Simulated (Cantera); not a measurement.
A perfectly stirred reactor is fed with 30.3 % CH4, 69.7 % H2, at 0.0263 atm; it is held at 1950 K, and followed from long to short residence time.

Model: GRI-Mech 3.0 (53 species, 325 reactions), integrated in Cantera. GRI-Mech 3.0 stops at C3 and has no aromatics, soot or wall deposition, so with more carbon than oxygen in the feed, carbon stays in small species such as C2H2 where larger ones or solid carbon would form. Radical loss at walls, strong at low pressure, is not modelled.

Question: Predict: x(CH4) at τ = 2.70 s; x(H2) at τ = 2.70 s; x(C2H4) at τ = 2.70 s; x(C2H2) at τ = 2.70 s; x(C2H) at τ = 2.70 s; x(CH4) at τ = 84.0 ms; x(H2) at τ = 84.0 ms; x(C2H4) at τ = 84.0 ms; x(C2H2) at τ = 84.0 ms; x(C2H) at τ = 84.0 ms.

Answer: 
```
Item                       Value
----------------------  --------
x(CH4) at τ = 2.70 s     0.00457
x(H2) at τ = 2.70 s        0.875
x(C2H4) at τ = 2.70 s    3.33e-5
x(C2H2) at τ = 2.70 s      0.114
x(C2H) at τ = 2.70 s     1.14e-5
x(CH4) at τ = 84.0 ms     0.0411
x(H2) at τ = 84.0 ms       0.853
x(C2H4) at τ = 84.0 ms  0.000377
x(C2H2) at τ = 84.0 ms    0.0985
x(C2H) at τ = 84.0 ms    6.30e-6
```
